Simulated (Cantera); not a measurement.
A perfectly stirred reactor is fed with 4.27 % CO, 2.52 % H2, 2.86 % CH4, 19.0 % O2, 71.3 % N2, equivalence ratio 0.48, at 170000 Pa; it is adiabatic with a 550 K inlet, and is followed from long to short residence time, starting on the burning branch (τ in s: 0.12, 0.033, 0.0089, 0.0024, 0.00063, 0.00017, 4.5e-05, 1.2e-05, 3.2e-06).

Detailed kinetics in Cantera: GRI-Mech 3.0 (53 species, 325 reactions).

### Question
Predict: blow-out, bracketed by the residence times tried; x(CO) at τ = 0.120 s; x(H2) at τ = 0.120 s; x(CH4) at τ = 0.120 s; x(CH3) at τ = 0.120 s; x(CO) at τ = 0.630 ms; x(H2) at τ = 0.630 ms; x(CH4) at τ = 0.630 ms; x(CH3) at τ = 0.630 ms.

### Answer
- blow-out, bracketed by the residence times tried: burning at 0.170 ms, out at 45.0 µs
- x(CO) at τ = 0.120 s: 0.000266
- x(H2) at τ = 0.120 s: 3.98e-5
- x(CH4) at τ = 0.120 s: 4.54e-6
- x(CH3) at τ = 0.120 s: 8.95e-7
- x(CO) at τ = 0.630 ms: 0.00883
- x(H2) at τ = 0.630 ms: 0.00108
- x(CH4) at τ = 0.630 ms: 0.000143
- x(CH3) at τ = 0.630 ms: 1.61e-5
